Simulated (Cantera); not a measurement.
Input (Python, Cantera) and output of one run.

```python
import numpy as np
import cantera as ct

gas_names = """
    CL CL2 H HCL H2 Si SiCL SiCL2 SiCL3 SiCL4 SiH SiHCL3 SiH2 SiH2CL2 SiH3 SiH3CL SiH4 Si2 Si3
""".split()
cond_names = """
    Si(cr) Si(L)
""".split()


# ... load() reads the species with a 1 bar reference pressure and builds the phases ...
atoms = {
    'SiHCl3': {'Si': 1, 'H': 1, 'CL': 3},
    'HCl': {'H': 1, 'CL': 1},
    'H2': {'H': 2},
}
top_T = {}  # K; cautious upper limits of use, not melting points


# ... equilibrate(T, P, feed) seeds the gas with the atoms and calls Mixture.equilibrate('TP', solver="vcs", rtol=1e-11, max_steps=5000) ...
results = []
feed = {'SiHCl3': 1, 'HCl': 0.026, 'H2': 1500}  # mol
P = 13332.2  # Pa
for T in [1600, 1650, 1700, 1750, 1800, 1850, 1900, 1950, 2000]:
    mix = equilibrate(T, P, feed)
    results.append((T, P, feed, dict(zip(mix.species_names, mix.species_moles))))

top = {s: max(r[3][s] / sum(r[3][g] for g in gas_names) for r in results) for s in gas_names}
cols = sorted((s for s in top if top[s] > 1e-06), key=lambda s: -top[s])[:8]
seen = [c for c in cond_names if any(r[3].get(c, 0) > 1e-12 for r in results)]
print("log10 of partial pressures in bar; condensed amounts in mol")
print(f"{'T/K':>10s}" + "".join(f"{s[:9]:>10s}" for s in cols + seen))
for T, P, feed, n in results:
    ng = sum(n[g] for g in gas_names)
    print(f"{T:10.4g}" + "".join(f"{np.log10(max(n[s] / ng * P / 1e5, 1e-99)):10.3f}" for s in cols)
          + "".join(f"{n.get(c, 0):10.4g}" for c in seen))
```

Result:

```
log10 of partial pressures in bar; condensed amounts in mol
       T/K        H2         H       HCL        Si      SiH2       SiH     SiCL2      SiCL    Si(cr)     Si(L)
      1600    -0.876    -4.703    -3.577    -7.011    -6.177    -7.111    -5.740    -7.634    0.9693         0
      1650    -0.876    -4.480    -3.577    -6.572    -5.939    -6.748    -5.727    -7.353    0.9599         0
      1700    -0.876    -4.270    -3.577    -6.168    -5.724    -6.417    -5.725    -7.098         0    0.9441
      1750    -0.876    -4.072    -3.577    -5.824    -5.558    -6.140    -5.757    -6.893         0    0.9219
      1800    -0.876    -3.884    -3.577    -5.498    -5.400    -5.879    -5.787    -6.700         0    0.8828
      1850    -0.877    -3.707    -3.577    -5.191    -5.252    -5.633    -5.817    -6.517         0    0.8155
      1900    -0.877    -3.539    -3.578    -4.899    -5.111    -5.399    -5.846    -6.345         0    0.7008
      1950    -0.877    -3.379    -3.578    -4.623    -4.978    -5.178    -5.874    -6.182         0    0.5082
      2000    -0.878    -3.228    -3.579    -4.361    -4.852    -4.969    -5.901    -6.028         0    0.1893
```

Method: chemical equilibrium by Gibbs-energy minimisation in Cantera with the NASA 1993 tables (ideal gas, pure condensed phases). Gases not in the tables: Si2H6 and higher silanes.
